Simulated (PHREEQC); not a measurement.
A solution holds 1 mmol/kgw ZnCl2, 7.1 mmol/kgw H3BO3 and 0.74 mmol/kgw FeSO4, at 20 °C. It is in equilibrium with CO2 at log p = -2 (atm). Otherwise closed; pH follows from the charge balance.

Model: ion-association model, wateq4f.dat, run in PHREEQC.

No solid was allowed to form.

Task: What pH, ionic strength does the model give?

Result: pH 4.87; ionic strength 0.00552 mol/kgw.

Task: In which forms is Zn present?

Result: Zn+2 92 %, ZnSO4 7.1 % of the Zn.
